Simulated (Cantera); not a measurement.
An isothermal, constant-pressure homogeneous reactor starts with N2O : H2 : N2 = 1 : 0.035 : 2 (molar parts), at 1250 K and 74000 Pa.

Detailed kinetics in Cantera: GRI-Mech 3.0 (53 species, 325 reactions). GRI-Mech 3.0 was tuned for natural gas; its chemistry of N2O as a main component is partial and can be far from experiment. The mechanism lacks the step 2 NO + O2 → 2 NO2, which can matter for NO2 below about 1400 K. The temperature is held fixed by assumption; the heat of reaction is taken as removed at once.

One state of this run: x N2O = 0.000266; x H2 = 1.40e-9; x NO2 = 0.000205; x NO = 0.0237; x H2O2 = 1.57e-10; x H2O = 0.00995; x N2 = 0.841. x: mole fraction; the columns are a selection and need not sum to one.

Question: Which value of t (s) does it belong to?
(A) 0.0132
(B) 0.227
(C) 0.0341
(D) 10.0

Answer: D, 10.0
